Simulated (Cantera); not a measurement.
A freely propagating, adiabatic, planar premixed flame of H₂ : O₂ : N₂ = 1 : 0.98 : 3.69 (molar parts), equivalence ratio 0.51, unburnt at 400 K and 1.10 bar; mixture-averaged transport, grid criteria slope 0.08 and curve 0.16, no radiation.

Cantera simulation using the H2/O2 subset of GRI-Mech 3.0, which has no nitrogen chemistry; the numbers are that mechanism's predictions, not measurements. Burning velocities carry a grid error of a few per cent, more on coarse grids. Lean hydrogen flames are cellular in practice and burn faster than this planar one.

### Question
How do the results move with these cheaper or finer settings: unity-Lewis-number transport; multicomponent transport; multicomponent+Soret transport; grid criteria slope 0.5, curve 1; grid criteria slope 0.25, curve 0.5; grid criteria slope 0.03, curve 0.06?

### Answer
```json
[
 {"setting": "as above", "laminar burning velocity": "88.3 cm/s", "thermal thickness": "0.378 mm", "peak x(H)": "0.00474", "peak x(HO₂)": "0.000331", "grid points": "107"},
 {"setting": "unity-Lewis-number transport", "laminar burning velocity": "123 cm/s", "thermal thickness": "0.260 mm", "peak x(H)": "0.0127", "peak x(HO₂)": "0.000277", "grid points": "108"},
 {"setting": "multicomponent transport", "laminar burning velocity": "88.9 cm/s", "thermal thickness": "0.372 mm", "peak x(H)": "0.00481", "peak x(HO₂)": "0.000333", "grid points": "107"},
 {"setting": "multicomponent+Soret transport", "laminar burning velocity": "78.9 cm/s", "thermal thickness": "0.384 mm", "peak x(H)": "0.00420", "peak x(HO₂)": "0.000314", "grid points": "107"},
 {"setting": "grid criteria slope 0.5, curve 1", "laminar burning velocity": "119 cm/s", "thermal thickness": "0.428 mm", "peak x(H)": "0.00619", "peak x(HO₂)": "0.000297", "grid points": "35"},
 {"setting": "grid criteria slope 0.25, curve 0.5", "laminar burning velocity": "92.0 cm/s", "thermal thickness": "0.398 mm", "peak x(H)": "0.00476", "peak x(HO₂)": "0.000324", "grid points": "47"},
 {"setting": "grid criteria slope 0.03, curve 0.06", "laminar burning velocity": "89.7 cm/s", "thermal thickness": "0.370 mm", "peak x(H)": "0.00497", "peak x(HO₂)": "0.000336", "grid points": "252"}
]
```
Unity Lewis numbers drop preferential diffusion, which matters most where H2 and H carry the flame; Soret adds thermal diffusion.
